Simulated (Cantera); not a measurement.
A closed system holds: 1 mol TiC, 0.18 mol C, 0.29 mol H₂, equilibrated at 8.10 bar.

Equilibrium computed with Cantera from the NASA thermochemical tables; the gas is ideal and each condensed phase is pure. Candidate condensed phases: C, C₆H₆, C₇H₈, C₈H₁₈, Ti, TiC; 77 gas species. TiC: taken at fixed stoichiometry. Equilibrium is a limit: real reactors are often held back by kinetics, nucleation or transport.

Task: At 1525 K, list the 4 most abundant gas species with their mole fractions, and the condensed phases.

Result: H₂ 0.982, CH₄ 0.0178, C₂H₄ 2.10e-5, C₂H₂ (acetylene) 1.19e-5. Condensed: C(graphite) + TiC(s).
